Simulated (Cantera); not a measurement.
# FeCl3 + H2O + H2 (halide evaporation, hydrolysis and transport)

A closed system holds: 1 mol FeCl3, 3.5 mol H2O, a varied amount of H2, at 1898 K and 6.70 mbar.

Method: chemical equilibrium by Gibbs-energy minimisation in Cantera with the NASA 1993 tables (ideal gas, pure condensed phases). Candidate condensed phases: Fe, FeCl2, FeCl3, FeO, Fe(OH)2, Fe(OH)3, Fe2O3, Fe3O4, H2O; 22 gas species. The tables' stoichiometric FeO is somewhat more stable than real wüstite, so its field is too wide. FeO: taken at fixed stoichiometry. Equilibrium is a limit: real reactors are often held back by kinetics, nucleation or transport.

From 0.15 mol H2 to 3.1 mol H2 the condensed part is FeO(l). From 8.6 mol H2 to 24 mol H2 the condensed part is Fe(l). From 65 mol H2 to 500 mol H2 nothing is condensed. The main Fe-bearing gas is FeCl2 at 0.15 mol H2 and Fe at 500 mol H2.

```tsv
n(H2) (mol)	x H2	x H2O	x HCl	x FeCl2	x Cl	x O2	x Fe	n FeO(l)	n Fe(l)
0.15	0.00502	0.512	0.312	0.106	0.0317	0.0255	7.34e-5	0.425	0
0.41	0.0102	0.537	0.314	0.103	0.0224	0.00677	0.000142	0.428	0
1.1	0.0988	0.502	0.292	0.0950	0.00669	6.32e-5	0.00147	0.406	0
3.1	0.311	0.382	0.221	0.0714	0.00285	3.71e-6	0.00608	0.363	0
8.6	0.549	0.252	0.135	0.0400	0.00131	5.14e-7	0.0162	0	0.215
24	0.766	0.118	0.0802	0.0102	0.000660	5.81e-8	0.0162	0	0.215
65	0.889	0.0491	0.0387	0.00157	0.000296	7.47e-9	0.0124	0	0
180	0.951	0.0187	0.0157	0.000102	0.000116	9.49e-10	0.00524	0	0
500	0.976	0.00688	0.00585	5.14e-6	4.27e-5	1.22e-10	0.00196	0	0
```
x: gas mole fraction; n: condensed amount in mol.
